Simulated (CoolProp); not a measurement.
A Linde-Hampson liquefier for methane: isothermal reversible compression at 300 K from 1 atm to 40 MPa, throttling to 1 atm, return gas leaving the recuperator 5 K below the feed. Each further row changes one setting.

Values from CoolProp's reference Helmholtz-energy equation of state, Setzmann 1991.

```json
[
 {"case": "as stated", "liquid yield per pass": "0.239", "compression work (kJ/kg of gas)": "877"},
 {"case": "high pressure 80 MPa", "liquid yield per pass": "0.214", "compression work (kJ/kg of gas)": "1020"},
 {"case": "warm-end temperature 330 K", "liquid yield per pass": "0.190", "compression work (kJ/kg of gas)": "986"},
 {"case": "warm-end gap 10 K", "liquid yield per pass": "0.230", "compression work (kJ/kg of gas)": "877"}
]
```
